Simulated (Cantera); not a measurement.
Cantera run:

```python
import numpy as np
import cantera as ct

gas_names = """
    O2 SiO PbO AL2O CO2 TaO2
""".split()
cond_names = """
    Sr(a) Sr(b) Sr(L) SrO(s) SrO(L) Si(cr) Si(L) Pb(cr) Pb(L) AL(cr) AL(L) C(gr) Ta(cr) Ta(L) Ti(a)
    Ti(b) Ti(L) Ti4O7(s) Ti4O7(L)
""".split()


# ... load() reads the species with a 1 bar reference pressure and builds the phases ...
species = {s.name: s for s in load("nasa_gas.yaml", gas_names) + load("nasa_condensed.yaml", cond_names)}
# Each term lists the table entries of one substance; the one whose range holds T is used.
reactions = {
    '2 Sr + O2(g) = 2 SrO':
        [(-2, ['Sr(a)', 'Sr(b)', 'Sr(L)']), (-1, ['O2']), (2, ['SrO(s)', 'SrO(L)'])],
    '2 Si + O2(g) = 2 SiO(g)':
        [(-2, ['Si(cr)', 'Si(L)']), (-1, ['O2']), (2, ['SiO'])],
    '2 Pb + O2(g) = 2 PbO(g)':
        [(-2, ['Pb(cr)', 'Pb(L)']), (-1, ['O2']), (2, ['PbO'])],
    '4 Al + O2(g) = 2 Al2O(g)':
        [(-4, ['AL(cr)', 'AL(L)']), (-1, ['O2']), (2, ['AL2O'])],
    'C + O2(g) = CO2(g)':
        [(-1, ['C(gr)']), (-1, ['O2']), (1, ['CO2'])],
    'Ta + O2(g) = TaO2(g)':
        [(-1, ['Ta(cr)', 'Ta(L)']), (-1, ['O2']), (1, ['TaO2'])],
    '1.143 Ti + O2(g) = 0.2857 Ti4O7':
        [(-1.1428571428571428, ['Ti(a)', 'Ti(b)', 'Ti(L)']), (-1, ['O2']), (0.2857142857142857, ['Ti4O7(s)', 'Ti4O7(L)'])],
}


def pick(names, T):
    return next(species[n] for n in names if species[n].thermo.min_temp <= T <= species[n].thermo.max_temp)


results = []
for label, terms in reactions.items():
    print(label)
    print("     T/K   dH/kJ  dS/(J/K)   dG/kJ   log10 K")
    for T in [300, 573, 623, 673, 723, 773, 823, 873]:
        used = [(nu, pick(names, T)) for nu, names in terms]
        dH = sum(nu * s.thermo.h(T) for nu, s in used) / 1e6
        dS = sum(nu * s.thermo.s(T) for nu, s in used) / 1e3
        dG = dH - T * dS / 1e3
        logK = -dG * 1e6 / (ct.gas_constant * T * np.log(10))
        results.append((label, T, dH, dS, dG, logK, [s.name for _, s in used]))
        print(f"{T:8g} {dH:8.1f} {dS:8.1f} {dG:8.1f} {logK:8.2f}")
```

It prints:

```
2 Sr + O2(g) = 2 SrO
     T/K   dH/kJ  dS/(J/K)   dG/kJ   log10 K
     300  -1184.1   -204.0  -1122.9   195.50
     573  -1181.0   -196.9  -1068.2    97.37
     623  -1180.3   -195.7  -1058.4    88.73
     673  -1179.6   -194.7  -1048.6    81.38
     723  -1179.0   -193.7  -1038.9    75.05
     773  -1178.3   -192.8  -1029.2    69.55
     823  -1179.3   -194.1  -1019.6    64.71
     873  -1178.5   -193.1  -1009.9    60.43
2 Si + O2(g) = 2 SiO(g)
     T/K   dH/kJ  dS/(J/K)   dG/kJ   log10 K
     300   -200.9    180.3   -255.0    44.39
     573   -204.3    172.4   -303.0    27.63
     623   -205.0    171.2   -311.6    26.13
     673   -205.7    170.0   -320.2    24.85
     723   -206.5    169.0   -328.6    23.74
     773   -207.2    168.0   -337.1    22.78
     823   -208.0    167.0   -345.4    21.92
     873   -208.8    166.1   -353.8    21.17
2 Pb + O2(g) = 2 PbO(g)
     T/K   dH/kJ  dS/(J/K)   dG/kJ   log10 K
     300    140.6    145.2     97.0   -16.89
     573    135.6    133.7     59.1    -5.38
     623    125.0    115.9     52.8    -4.43
     673    123.9    114.3     47.0    -3.65
     723    122.9    112.8     41.4    -2.99
     773    121.8    111.4     35.7    -2.42
     823    120.8    110.1     30.2    -1.92
     873    119.8    108.9     24.7    -1.48
4 Al + O2(g) = 2 Al2O(g)
     T/K   dH/kJ  dS/(J/K)   dG/kJ   log10 K
     300   -290.4    186.2   -346.3    60.29
     573   -297.0    170.8   -394.8    35.99
     623   -298.3    168.5   -403.3    33.81
     673   -299.8    166.2   -411.7    31.95
     723   -301.4    164.0   -419.9    30.34
     773   -303.1    161.7   -428.1    28.93
     823   -305.0    159.3   -436.1    27.68
     873   -307.1    156.8   -444.0    26.57
C + O2(g) = CO2(g)
     T/K   dH/kJ  dS/(J/K)   dG/kJ   log10 K
     300   -393.5      2.9   -394.4    68.67
     573   -393.8      2.4   -395.1    36.02
     623   -393.8      2.2   -395.2    33.14
     673   -393.9      2.1   -395.3    30.68
     723   -394.0      1.9   -395.4    28.57
     773   -394.1      1.8   -395.5    26.73
     823   -394.2      1.7   -395.6    25.11
     873   -394.3      1.5   -395.7    23.67
Ta + O2(g) = TaO2(g)
     T/K   dH/kJ  dS/(J/K)   dG/kJ   log10 K
     300   -200.9     33.6   -210.9    36.73
     573   -203.1     28.2   -219.2    19.98
     623   -203.4     27.7   -220.6    18.50
     673   -203.7     27.2   -222.0    17.23
     723   -204.0     26.7   -223.3    16.14
     773   -204.4     26.3   -224.7    15.18
     823   -204.7     25.9   -226.0    14.34
     873   -205.0     25.5   -227.3    13.60
1.143 Ti + O2(g) = 0.2857 Ti4O7
     T/K   dH/kJ  dS/(J/K)   dG/kJ   log10 K
     300   -972.7   -183.5   -917.7   159.78
     573   -970.3   -178.2   -868.3    79.15
     623   -969.7   -177.1   -859.4    72.05
     673   -969.0   -176.1   -850.5    66.01
     723   -968.3   -175.1   -841.8    60.81
     773   -967.7   -174.2   -833.0    56.29
     823   -967.0   -173.3   -824.3    52.32
     873   -966.4   -172.6   -815.7    48.81
```

Standard-state values (1 bar) from the NASA 1993 polynomials, evaluated with Cantera. Condensed species are held in their standard states even where they would react or evaporate.
